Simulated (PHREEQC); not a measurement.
KOH is added in steps, without added water, to 1 kg of water holding 0.0025 mol Ni(NO3)2, 3.6e-05 mol KCl and 0.0044 mol H2SO4, at 25 °C. Oxygen is held at 0.21 atm. No CO2 enters from the air. No solid was allowed to form.

Base run: PHREEQC, ion-association model, wateq4f.dat. Each further column changes one thing. The table gives Ni+2 (mol/kgw).

```csv
KOH added (mol),base,Debye-Hückel limiting law,Davies equation for every ion,metal-ligand complexes left out,all activity coefficients set to 1
0,0.00209,0.00215,0.00210,0.00250,0.00176
0.002417,0.00207,0.00213,0.00207,0.00250,0.00171
0.004833,0.00204,(withheld),0.00205,0.00250,0.00165
0.00725,0.00201,0.00209,0.00202,0.00250,(withheld)
0.008458,0.00200,0.00207,0.00200,0.00250,(withheld)
0.01087,0.00105,(withheld),0.00105,0.00130,0.000776
0.01329,0.000239,0.000254,0.000239,0.000283,0.000161
0.01571,4.51e-6,5.22e-6,4.49e-6,4.58e-6,(withheld)
0.01812,2.63e-7,(withheld),2.60e-7,2.66e-7,1.10e-7
0.02054,5.02e-8,6.04e-8,4.95e-8,5.07e-8,2.01e-8
0.02175,2.76e-8,3.35e-8,2.72e-8,2.79e-8,1.09e-8
0.02417,1.09e-8,1.34e-8,1.07e-8,1.10e-8,4.14e-9
0.02658,5.38e-9,6.75e-9,5.27e-9,5.43e-9,1.98e-9
0.029,3.05e-9,3.90e-9,2.99e-9,(withheld),1.09e-9
```

Question: Complete the blanks.

Answer: 
- 0.004833, Debye-Hückel limiting law: 0.00211
- 0.00725, all activity coefficients set to 1: 0.00158
- 0.008458, all activity coefficients set to 1: 0.00154
- 0.01087, Debye-Hückel limiting law: 0.00109
- 0.01571, all activity coefficients set to 1: 2.01e-6
- 0.01812, Debye-Hückel limiting law: 3.11e-7
- 0.029, metal-ligand complexes left out: 3.09e-9

In at least one series the solution becomes supersaturated in solids that the run did not let form, among them Ni(OH)2, Ni4(OH)6SO4.
